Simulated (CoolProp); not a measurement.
o-xylene along the isotherm 219.95 °C: density (kg/m³) from the reference equation and from simpler models built on Tc = 357.1 °C, pc = 3.737 MPa, ω = 0.312; each cubic takes its own stable root.

Model: reference Helmholtz-energy equation of state, Zhou 2012, in CoolProp.

```json
[
 {"p (MPa)": "0.0591", "phase": "gas", "reference": "1.552", "van der Waals": "1.543", "Redlich-Kwong": "1.547", "Soave-Redlich-Kwong": "1.549", "Peng-Robinson": "1.550"},
 {"p (MPa)": "0.0955", "phase": "gas", "reference": "2.530", "van der Waals": "2.507", "Redlich-Kwong": "2.517", "Soave-Redlich-Kwong": "2.522", "Peng-Robinson": "2.525"},
 {"p (MPa)": "0.154", "phase": "gas", "reference": "4.141", "van der Waals": "4.079", "Redlich-Kwong": "4.105", "Soave-Redlich-Kwong": "4.118", "Peng-Robinson": "4.127"},
 {"p (MPa)": "0.249", "phase": "gas", "reference": "6.870", "van der Waals": "6.692", "Redlich-Kwong": "6.766", "Soave-Redlich-Kwong": "6.803", "Peng-Robinson": "6.825"},
 {"p (MPa)": "0.403", "phase": "gas", "reference": "11.64", "van der Waals": "11.11", "Redlich-Kwong": "11.32", "Soave-Redlich-Kwong": "…", "Peng-Robinson": "11.49"},
 {"p (MPa)": "0.65", "phase": "liquid", "reference": "689.1", "van der Waals": "18.73", "Redlich-Kwong": "19.39", "Soave-Redlich-Kwong": "600.2", "Peng-Robinson": "680.9"},
 {"p (MPa)": "1.05", "phase": "liquid", "reference": "690.3", "van der Waals": "33.07", "Redlich-Kwong": "568.0", "Soave-Redlich-Kwong": "602.2", "Peng-Robinson": "682.9"},
 {"p (MPa)": "1.7", "phase": "liquid", "reference": "692.3", "van der Waals": "401.9", "Redlich-Kwong": "572.4", "Soave-Redlich-Kwong": "605.3", "Peng-Robinson": "686.0"},
 {"p (MPa)": "2.74", "phase": "liquid", "reference": "…", "van der Waals": "…", "Redlich-Kwong": "579.1", "Soave-Redlich-Kwong": "610.0", "Peng-Robinson": "690.7"},
 {"p (MPa)": "4.43", "phase": "liquid", "reference": "700.2", "van der Waals": "420.3", "Redlich-Kwong": "588.8", "Soave-Redlich-Kwong": "617.1", "Peng-Robinson": "697.8"},
 {"p (MPa)": "7.16", "phase": "liquid", "reference": "707.1", "van der Waals": "433.4", "Redlich-Kwong": "602.2", "Soave-Redlich-Kwong": "627.3", "Peng-Robinson": "708.0"},
 {"p (MPa)": "11.6", "phase": "liquid", "reference": "717.1", "van der Waals": "…", "Redlich-Kwong": "620.2", "Soave-Redlich-Kwong": "641.4", "Peng-Robinson": "722.3"},
 {"p (MPa)": "18.7", "phase": "liquid", "reference": "730.7", "van der Waals": "466.9", "Redlich-Kwong": "…", "Soave-Redlich-Kwong": "659.6", "Peng-Robinson": "740.8"}
]
```

What belongs in the gaps?


- 0.403, Soave-Redlich-Kwong: 11.43
- 2.74, reference: 695.4
- 2.74, van der Waals: 409.8
- 11.6, van der Waals: 449.1
- 18.7, Redlich-Kwong: 642.4

At some of these states van der Waals, Redlich-Kwong gives the other phase, because its saturation line lies elsewhere.
